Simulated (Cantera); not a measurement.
Predominance diagram of Cr at 1377 °C against the partial pressures of O2 and N2 (log10, bar). Standard-state values (1 bar) from the NASA 1993 polynomials, evaluated with Cantera. Candidates: Cr(s), CrN(s), Cr2N(s), Cr2O3(s). Only these pure phases compete in this equilibrium. 

```
log p(N2) \ log p(O2)
        columns: -20, -18.8, -17.6, -16.5, -15.3, -14.1, -12.9, -11.8, -10.6, -9.4, -8.2, -7.1, -5.9, -4.7, -3.5, -2.4, -1.2, 0
      0  A A A A A B B B B B B B B B B B B B
   -1.1  C C C C C B B B B B B B B B B B B B
   -2.2  C C C C C B B B B B B B B B B B B B
   -3.4  C C C C C B B B B B B B B B B B B B
   -4.5  C C C C C B B B B B B B B B B B B B
   -5.6  C C C C C B B B B B B B B B B B B B
   -6.8  C C C C C B B B B B B B B B B B B B
   -7.9  C C C C C B B B B B B B B B B B B B
     -9  C C C C C B B B B B B B B B B B B B
```

A: Cr2N(s); B: Cr2O3(s); C: Cr(s).
